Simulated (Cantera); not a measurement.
Charge: 1 mol SO2, a varied amount of H2, held at 1450 K and 1.33 mbar.

Cantera equilibrium calculation (NASA polynomials, part measured and part estimated; ideal gas, pure solids and liquids). Candidate condensed phases: H2O, H2SO4, S; 19 gas species. The numbers say what is thermodynamically allowed, not how fast it happens.

x: gas mole fraction; nothing condenses.

```csv
n(H2) (mol),x SO2,x H2,x H2O,x S2,x H2S,x SO,x SH
0.32,0.678,0.0265,0.228,0.0523,0.00103,0.0127,…
0.54,0.531,0.0475,0.329,0.0767,0.00224,0.0123,…
0.92,0.351,0.0847,0.442,0.104,0.00465,0.0108,…
1.6,0.166,0.156,0.533,0.125,0.00937,0.00779,…
2.6,0.0503,0.277,0.528,0.121,0.0164,0.00425,…
4.4,0.00768,0.485,0.394,0.0846,0.0240,0.00152,…
7.5,0.00122,0.672,0.250,0.0485,0.0252,0.000526,…
```

Fill in the missing entries.


- 0.32, x SH: 0.000491
- 0.54, x SH: 0.000796
- 0.92, x SH: 0.00124
- 1.6, x SH: 0.00184
- 2.6, x SH: 0.00242
- 4.4, x SH: 0.00267
- 7.5, x SH: 0.00238
